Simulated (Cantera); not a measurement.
A freely propagating, adiabatic, planar premixed flame of CO : H₂ : O₂ : N₂ : H₂O = 1 : 0.089 : 0.801 : 3.01 : 0.19 (molar parts), equivalence ratio 0.68, unburnt at 450 K and 35000 Pa; mixture-averaged transport, grid criteria slope 0.08 and curve 0.16, no radiation.

Detailed kinetics in Cantera: GRI-Mech 3.0 (53 species, 325 reactions). Burning velocities carry a grid error of a few per cent, more on coarse grids.

Problem. How do the results move with these cheaper or finer settings: unity-Lewis-number transport; multicomponent transport; multicomponent+Soret transport; grid criteria slope 0.5, curve 1; grid criteria slope 0.25, curve 0.5; grid criteria slope 0.03, curve 0.06?

Solution. 
| setting | laminar burning velocity | thermal thickness | peak x(OH) | peak x(H₂O₂) | grid points |
|---|---|---|---|---|---|
| as above | 74.3 cm/s | 2.48 mm | 0.00568 | 3.66e-5 | 103 |
| unity-Lewis-number transport | 53.7 cm/s | 2.12 mm | 0.00585 | 7.57e-6 | 106 |
| multicomponent transport | 74.1 cm/s | 2.49 mm | 0.00568 | 3.66e-5 | 103 |
| multicomponent+Soret transport | 70.8 cm/s | 2.50 mm | 0.00564 | 3.65e-5 | 103 |
| grid criteria slope 0.5, curve 1 | 78.2 cm/s | 3.04 mm | 0.00576 | 3.57e-5 | 36 |
| grid criteria slope 0.25, curve 0.5 | 75.4 cm/s | 2.70 mm | 0.00570 | 3.49e-5 | 47 |
| grid criteria slope 0.03, curve 0.06 | 74.1 cm/s | 2.43 mm | 0.00567 | 3.67e-5 | 278 |
The base run took roughly 2.9 core-seconds.
Unity Lewis numbers drop preferential diffusion, which matters most where H2 and H carry the flame; Soret adds thermal diffusion.
